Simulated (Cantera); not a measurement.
Cantera run, input and output.

```python
import numpy as np
import cantera as ct

surf = ct.Interface("ptcombust.yaml", "Pt_surf")
gas = surf.adjacent["gas"]
gas.TPX = 300, 12000, {'H2': 0.027, 'O2': 0.073, 'N2': 0.79}
jet = ct.ImpingingJet(gas=gas, width=0.086, surface=surf)
jet.inlet.mdot, jet.inlet.T, jet.inlet.X = 0.12, 300, {'H2': 0.027, 'O2': 0.073, 'N2': 0.79}
jet.set_refine_criteria(ratio=10, slope=0.2, curve=0.3)
show, cover = ['H2', 'O2', 'H2O', 'OH'], ["PT(S)", "H(S)", "O(S)", "OH(S)", "CO(S)", "C(S)"]

rows = []
print(f"{'Ts/K':>7s}" + "".join(f"{s:>11s}" for s in show + cover) + "   (gas at the wall, coverages)")
for i, Ts in enumerate([500, 550, 600, 650, 700]):
    jet.surface.T = Ts
    if i == 0:
        surf.TP = Ts, 12000
        surf.coverages = "PT(S):0.5, O(S):0.5"
        surf.advance_coverages(1.0)
        jet.set_initial_guess(products="inlet")
    jet.solve(loglevel=0, auto=(i == 0))
    rows.append([*(jet.X[gas.species_index(s), -1] for s in show), *surf[cover].coverages])
    print(f"{Ts:7g}" + "".join(f"{x:11.3e}" for x in rows[-1]))
```

It prints:

```
   Ts/K         H2         O2        H2O         OH      PT(S)       H(S)       O(S)      OH(S)      CO(S)       C(S)   (gas at the wall, coverages)
    500  2.077e-03  5.120e-02  5.628e-02  1.364e-15  5.945e-02  1.484e-09  9.158e-01  2.468e-02  4.714e-18 -2.657e-31
    550  2.069e-03  5.130e-02  5.582e-02  5.227e-14  6.276e-02  1.632e-09  9.231e-01  1.412e-02  1.380e-16 -6.904e-27
    600  2.062e-03  5.138e-02  5.543e-02  1.081e-12  6.591e-02  2.305e-09  9.253e-01  8.791e-03 -2.670e-21  2.512e-24
    650  2.049e-03  5.145e-02  5.511e-02  1.389e-11  6.921e-02  3.722e-09  9.249e-01  5.859e-03  3.792e-21 -7.001e-27
    700  1.983e-03  5.144e-02  5.493e-02  1.221e-10  7.454e-02  6.444e-09  9.213e-01  4.191e-03  2.616e-19  2.183e-31
```

Model: Deutschmann's 1995 Pt surface mechanism with GRI-Mech 3.0 gas chemistry, integrated in Cantera. Catalytic surfaces can have several steady states; this one follows from the mechanism file's or the stated starting coverage.
